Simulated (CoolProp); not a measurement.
Properties of trans-2-butene along the isotherm 210.25 °C.

Model: reference Helmholtz-energy equation of state, Lemmon 2005, in CoolProp. It is a short technical equation, of lower accuracy than the large ones.

```csv
p (kPa),phase,density (kg/m³),cp (kJ/(kg K)),cv (kJ/(kg K)),speed of sound (m/s),Joule-Thomson coefficient (K/MPa)
63.5,gas,0.8897,2.235,2.084,276.1,6.260
107,gas,1.503,2.238,2.085,275.5,6.279
181,gas,2.554,2.242,2.086,274.5,6.310
305,gas,4.335,2.250,2.089,272.8,6.364
515,gas,7.414,2.264,2.093,269.9,6.456
870,gas,12.81,2.290,2.100,264.8,6.619
1470,gas,22.54,2.341,2.113,255.9,6.910
2480,gas,41.05,2.456,2.138,240.1,7.442
4180,supercritical,81.33,2.798,2.186,212.4,8.335
7060,supercritical,199.2,4.169,2.269,188.6,7.089
11900,supercritical,348.0,3.426,2.221,320.2,1.643
20100,supercritical,420.6,2.992,2.199,490.3,0.3758
```

The peak of cp marks the crossing from liquid-like to gas-like fluid above the critical point.
